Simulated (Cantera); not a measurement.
A freely propagating, adiabatic, planar premixed flame of H2 : O2 : N2 = 1 : 0.455 : 1.55 (molar parts), unburnt at 625 K and 760 Torr; mixture-averaged transport, grid criteria slope 0.08 and curve 0.16, no radiation.

Detailed kinetics in Cantera: the H2/O2 subset of GRI-Mech 3.0, which has no nitrogen chemistry. Burning velocities carry a grid error of a few per cent, more on coarse grids.

**Question.** How do the results move with these cheaper or finer settings: unity-Lewis-number transport; multicomponent transport; multicomponent+Soret transport; grid criteria slope 0.5, curve 1; grid criteria slope 0.25, curve 0.5; grid criteria slope 0.03, curve 0.06?

**Answer.** 
```csv
setting,laminar burning velocity,thermal thickness,peak x(HO2),peak x(H2O2),grid points
as above,922 cm/s,0.459 mm,0.000290,1.14e-5,134
unity-Lewis-number transport,605 cm/s,0.352 mm,0.000238,5.95e-6,122
multicomponent transport,905 cm/s,0.457 mm,0.000291,1.14e-5,134
multicomponent+Soret transport,864 cm/s,0.450 mm,0.000292,1.18e-5,134
"grid criteria slope 0.5, curve 1",1310 cm/s,0.689 mm,0.000272,9.13e-6,47
"grid criteria slope 0.25, curve 0.5",989 cm/s,0.512 mm,0.000287,1.04e-5,68
"grid criteria slope 0.03, curve 0.06",904 cm/s,0.445 mm,0.000294,1.18e-5,279
```
Unity Lewis numbers drop preferential diffusion, which matters most where H2 and H carry the flame; Soret adds thermal diffusion.
